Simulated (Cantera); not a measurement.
Feed: 1 mol Si2Cl6, 0.0064 mol Cl2, 180 mol N2, equilibrated at 1273 K and 750 Torr.

Method: chemical equilibrium by Gibbs-energy minimisation in Cantera with the NASA 1993 tables (ideal gas, pure condensed phases). Candidate condensed phases: Si, Si3N4; 13 gas species. The feed counts by its element totals alone. N2 is the only nitrogen source here; it is nearly inert below about 1500 K, so the nitride shown seldom forms there in practice. The tables' values for SiCl3 are old estimates; treat these amounts as uncertain. Rates play no part.

Base state: N2 0.992, SiCl4 0.00815, SiCl3 0.000177, SiCl2 2.51e-5 (mole fractions); condensed: Si3N4(s).

Q: What changes in the equilibrium state with this change: Si2Cl6 replaced by Si2H6?

A: 
```json
[
 {"species": "N2", "before": "0.992", "after": "0.983"},
 {"species": "H2", "before": "0", "after": "0.0165"},
 {"species": "HCl", "before": "0", "after": "7.05e-5"},
 {"species": "SiCl4", "before": "0.00815", "after": "<1e-9"},
 {"species": "SiCl3", "before": "0.000177", "after": "<1e-9"},
 {"species": "SiCl2", "before": "2.51e-5", "after": "<1e-9"},
 {"species": "Si3N4(s), mol", "before": "0.162", "after": "0.667"}
]
```
Further candidate phases: NH4Cl.

Q: What changes in the equilibrium state with this change: Si2Cl6 replaced by SiH4?

A: 
```json
[
 {"species": "N2", "before": "0.992", "after": "0.989"},
 {"species": "H2", "before": "0", "after": "0.0110"},
 {"species": "HCl", "before": "0", "after": "7.06e-5"},
 {"species": "SiCl4", "before": "0.00815", "after": "<1e-9"},
 {"species": "SiCl3", "before": "0.000177", "after": "<1e-9"},
 {"species": "SiCl2", "before": "2.51e-5", "after": "<1e-9"},
 {"species": "Si3N4(s), mol", "before": "0.162", "after": "0.333"}
]
```
Further candidate phases: NH4Cl.
